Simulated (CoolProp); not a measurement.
CF4 (R14) along the isobar 2.09 MPa: density (kg/m³) from the reference equation and from simpler models built on Tc = 227.4 K, pc = 3.762 MPa, ω = 0.178; each cubic takes its own stable root.

Model: reference Helmholtz-energy equation of state, Platzer 1990, in CoolProp. This equation is an older, rougher fit; its heat capacities, sound speeds and derivatives of the liquid may be far off and weren't checked against measurements.

```tsv
T (K)	phase	reference	van der Waals	Redlich-Kwong	Soave-Redlich-Kwong	Peng-Robinson
192.6	liquid	1317	855.1	1196	1238	1402
214.2	gas	145.9	135.9	143.8	145.4	149.8
235.8	gas	115.9	113.9	116.3	115.8	118.6
257.3	gas	99.43	99.43	100.1	99.19	101.2
278.9	gas	88.09	88.79	88.81	87.73	89.28
300.4	gas	79.58	80.56	80.29	79.19	80.43
322	gas	72.79	73.87	73.48	72.41	73.43
343.6	gas	67.22	68.32	67.88	66.87	67.72
365.1	gas	62.56	63.64	63.20	62.25	62.98
386.7	gas	58.54	59.59	59.17	58.29	58.91
408.2	gas	55.07	56.07	55.68	54.86	55.40
429.8	gas	52.01	52.96	52.60	51.84	52.31
451.4	gas	49.29	50.20	49.86	49.17	49.58
472.9	gas	46.87	47.73	47.43	46.78	47.15
494.5	gas	44.69	45.50	45.22	44.63	44.95
```
